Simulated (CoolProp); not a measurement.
Vapour-liquid equilibrium of n-heptane (1) + ethylbenzene (2) at 118.55 °C; x and y are mole fractions of (1).

Computed with CoolProp (multi-fluid Helmholtz-energy mixture model, Span 2003 and Zhou 2012; pair parameters Bell 2016).

Q: Give the bubble pressure and the first vapour's composition at x = 0.05, 0.65, 0.95. Is there an azeotrope?

A: x = 0.05: 69.89 kPa, y = 0.159; x = 0.65: 142.5 kPa, y = 0.821; x = 0.95: 171.9 kPa, y = 0.975. No azeotrope shows between x = 0.05 and 0.95.

Pair parameters are fitted to limited data, so mixtures are less certain than the pure fluids.
